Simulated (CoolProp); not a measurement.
A Linde-Hampson liquefier for normal hydrogen: isothermal reversible compression at 290 K from 1 atm to 20 MPa, throttling to 1 atm, return gas leaving the recuperator 5 K below the feed. Each further row changes one setting.

Values from CoolProp's reference Helmholtz-energy equation of state, Leachman 2009.

| case | compression work (kJ/kg of gas) |
|---|---|
| as stated | 6470 |
| high pressure 40 MPa | 7450 |
| warm-end temperature 320 K | 7130 |
| warm-end gap 10 K | 6470 |
